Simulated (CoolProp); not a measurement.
Water at 283 K and 5.51 MPa flows at 0.24 m/s in a round tube of 4.6 mm bore and 0.25 µm roughness, fully developed (64/Re and Nu = 3.66 if laminar; Colebrook and Gnielinski if turbulent). Each further row changes one setting.

Computed with CoolProp (reference Helmholtz-energy equation of state, Wagner 2002).

```csv
case,Reynolds number,Darcy friction factor,pressure drop (Pa/m),heat-transfer coefficient (W/(m² K)),mass flow (kg/h)
as stated,847,…,…,463,…
velocity 0.48 m/s,1690,0.0378,949,463,28.8
diameter 9.2 mm,1690,0.0378,119,232,57.6
```

Question: What belongs in the gaps?

Answer: 
- as stated, Darcy friction factor: 0.0756
- as stated, pressure drop (Pa/m): 474
- as stated, mass flow (kg/h): 14.4

Viscosity comes from a separate model (Huber 2009). Thermal conductivity comes from a separate model (Huber 2012).
